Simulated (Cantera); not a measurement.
Feed: 1 mol Si₃N₄, 0.0065 mol H₂O, 20 mol N₂, at 1873.15 K and 8.90 Pa.

Method: chemical equilibrium by Gibbs-energy minimisation in Cantera with the NASA 1993 tables (ideal gas, pure condensed phases). Candidate condensed phases: H₂O, Si, SiO₂, Si₂N₂O, Si₃N₄; 35 gas species. The tables' values for SiN are old estimates; treat these amounts as uncertain. Rates play no part.

Base state: N₂ 0.898, Si 0.0993, Si₂ 0.000741, Si₂N 0.000475, H 0.000442, SiN 0.000319, SiO 0.000266, Si₃ 0.000170 (mole fractions); condensed: Si(l).

Q: What changes in the equilibrium state with this change: temperature from 1873.15 K to 1925 K?

A: 
```json
[
 {"species": "N₂", "before": "0.898", "after": "0.880"},
 {"species": "Si", "before": "0.0993", "after": "0.118"},
 {"species": "Si₂", "before": "0.000741", "after": "0.000606"},
 {"species": "Si₂N", "before": "0.000475", "after": "0.000277"},
 {"species": "Si₃", "before": "0.000170", "after": "8.11e-5"},
 {"species": "H₂", "before": "4.17e-5", "after": "2.18e-5"},
 {"species": "Si(l), mol", "before": "0.483", "after": "0"}
]
```
